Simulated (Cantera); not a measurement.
Mixture: 6.22 % CH4, 23.5 % O2, 70.3 % N2, equivalence ratio 0.53, at 1000000 Pa, adiabatic and at constant volume. Ignition delay is the time to a rise of 400 K.

Cantera simulation using GRI-Mech 3.0 (53 species, 325 reactions); the numbers are that mechanism's predictions, not measurements.

### Question
Predict: delay at 1000 K; delay at 1050 K; delay at 1100 K; delay at 1150 K; delay at 1200 K; delay at 1250 K; apparent activation energy between 1150 and 1250 K.

### Answer
```
Item                                                    Result
--------------------------------------------------  ----------
delay at 1000 K                                        58.4 ms
delay at 1050 K                                        24.6 ms
delay at 1100 K                                        11.3 ms
delay at 1150 K                                        5.55 ms
delay at 1200 K                                        2.88 ms
delay at 1250 K                                        1.56 ms
apparent activation energy between 1150 and 1250 K  150 kJ/mol
```
